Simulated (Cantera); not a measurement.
A Cantera script and its output.

```python
import numpy as np
import cantera as ct

gas = ct.Solution("h2o2.yaml")
gas.TPX = 625, 11000, {'H2': 1, 'O2': 0.725, 'N2': 2.72, 'H2O': 0.0074}
flame = ct.FreeFlame(gas, width=0.19)
flame.set_refine_criteria(ratio=3, slope=0.08, curve=0.16)
flame.transport_model = "mixture-averaged"
flame.solve(loglevel=0, auto=True)
z, T = flame.grid, flame.T
thick = (T[-1] - T[0]) / np.gradient(T, z).max()
show = ['H2', 'O2', 'OH', 'HO2', 'O', 'H']
print(f"laminar burning velocity  {flame.velocity[0] * 100:.3f} cm/s")
print(f"burnt temperature         {T[-1]:.1f} K")
print(f"thermal thickness         {thick * 1e3:.4f} mm")
print(f"grid points               {len(z)}")
z0 = z[flame.heat_release_rate.argmax()]
print(f"{'z/mm':>9s}{'T/K':>9s}{'u/(m/s)':>9s}" + "".join(f"{s:>11s}" for s in show))
rows = []
for k in (-3, -2, -1.5, -1, -0.5, -0.25, 0, 0.25, 0.5, 1, 2, 4, 8):
    zz = z0 + k * thick
    rows.append([k * thick, np.interp(zz, z, T), np.interp(zz, z, flame.velocity),
                 *(np.interp(zz, z, flame.X[gas.species_index(s)]) for s in show)])
    print(f"{rows[-1][0] * 1e3:9.3f}{rows[-1][1]:9.1f}{rows[-1][2]:9.3f}" + "".join(f"{x:11.3e}" for x in rows[-1][3:]))
```

It prints:

```
laminar burning velocity  525.626 cm/s
burnt temperature         2198.6 K
thermal thickness         8.6504 mm
grid points               125
     z/mm      T/K  u/(m/s)         H2         O2         OH        HO2          O          H
  -25.951    625.0    5.256  2.246e-01  1.628e-01  1.078e-17  2.618e-13  1.530e-16  3.822e-15
  -17.301    625.0    5.256  2.246e-01  1.628e-01  8.224e-15  2.636e-11  1.073e-13  3.252e-12
  -12.976    625.0    5.256  2.246e-01  1.628e-01  1.361e-12  2.254e-09  1.599e-11  6.004e-10
   -8.650    625.0    5.256  2.246e-01  1.628e-01  5.832e-10  4.080e-07  4.290e-09  2.010e-07
   -4.325    631.5    5.305  2.232e-01  1.628e-01  2.216e-05  4.104e-05  9.085e-06  2.902e-04
   -2.163    735.0    6.114  2.029e-01  1.595e-01  2.783e-04  3.001e-05  3.111e-04  6.811e-03
    0.000   1071.9    8.672  9.365e-02  1.196e-01  2.926e-03  1.484e-05  7.516e-03  4.696e-02
    2.163   1327.1   10.607  2.702e-02  7.446e-02  7.284e-03  7.832e-06  1.739e-02  5.926e-02
    4.325   1445.0   11.469  2.343e-02  6.861e-02  9.466e-03  6.112e-06  1.823e-02  5.050e-02
    8.650   1579.3   12.422  2.292e-02  6.548e-02  1.197e-02  4.777e-06  1.705e-02  3.890e-02
   17.301   1722.8   13.410  2.111e-02  6.259e-02  1.424e-02  3.640e-06  1.470e-02  2.739e-02
   34.602   1865.1   14.362  1.776e-02  6.006e-02  1.560e-02  2.672e-06  1.151e-02  1.724e-02
   69.203   1995.0   15.208  1.326e-02  5.808e-02  1.550e-02  1.929e-06  8.029e-03  9.383e-03
```

Computed with Cantera and the H2/O2 subset of GRI-Mech 3.0, which has no nitrogen chemistry. Burning velocities carry a grid error of a few per cent, more on coarse grids. Lean hydrogen flames are cellular in practice and burn faster than this planar one.
